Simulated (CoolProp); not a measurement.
Properties of R407C along the isobar 6.47 MPa.

Values from CoolProp's reference Helmholtz-energy equation of state, Lemmon 2003. It is a pseudo-pure fit of the blend.

```csv
T (K),phase,density (kg/m³),cv (kJ/(kg K)),viscosity (µPa s),Prandtl number
208.6,liquid,1455,0.8288,498,4.94
229.3,liquid,1396,0.8403,385,4.22
250.1,liquid,?,0.8555,298,3.64
270.8,liquid,1269,0.8736,232,3.19
291.5,liquid,1197,?,182,2.85
312.3,liquid,1115,0.9197,143,2.62
333,liquid,1017,0.9506,?,2.52
353.8,liquid,880.5,0.9953,?,2.67
374.5,supercritical,?,1.100,45.8,4.23
395.2,supercritical,313.6,1.048,27.6,1.83
416,supercritical,244.1,1.026,?,1.29
436.7,supercritical,208.9,1.028,24.3,1.11
```

### Question
Some entries are withheld; supply them.

### Answer

- 250.1, density (kg/m³): 1334
- 291.5, cv (kJ/(kg K)): 0.8947
- 333, viscosity (µPa s): 112
- 353.8, viscosity (µPa s): 83.2
- 374.5, density (kg/m³): 587.6
- 416, viscosity (µPa s): 25.1

Viscosity comes from a separate model (Geller 2000). Thermal conductivity comes from a separate model (Geller 2001).
